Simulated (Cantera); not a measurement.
Zr + O2 + H2 + NH3 (tantalum, niobium, vanadium and zirconium in process gases)

Input: 1 mol Zr, 4.6 mol O2, a varied amount of H2, 2.1 mol NH3, at 2798.15 K and 1.33 mbar.

These are equilibrium values from Cantera (NASA tables, ideal gas, pure condensed phases), not measurements of a reactor. Candidate condensed phases: H2O, Zr, ZrN, ZrO2; 28 gas species. Rates play no part.

From 36 mol H2 to 160 mol H2 nothing is condensed. The main Zr-bearing gas is ZrO2 throughout.

```
n(H2) (mol)    x H   x H2     x O     x OH     x N2   x ZrO2
-----------  -----  -----  ------  -------  -------  -------
36           0.762  0.117  0.0669   0.0164   0.0136   0.0110
43           0.774  0.121  0.0579   0.0144   0.0117  0.00925
52           0.786  0.125  0.0493   0.0124  0.00995  0.00761
62           0.795  0.128  0.0424   0.0108  0.00853  0.00630
75           0.804  0.130  0.0359  0.00925  0.00719  0.00509
90           0.812  0.133  0.0305  0.00794  0.00609  0.00412
110          0.818  0.135  0.0254  0.00668  0.00506  0.00323
130          0.823  0.137  0.0218  0.00577  0.00433  0.00261
160          0.829  0.139  0.0180  0.00480  0.00356  0.00199
```
x: gas mole fraction; nothing condenses.
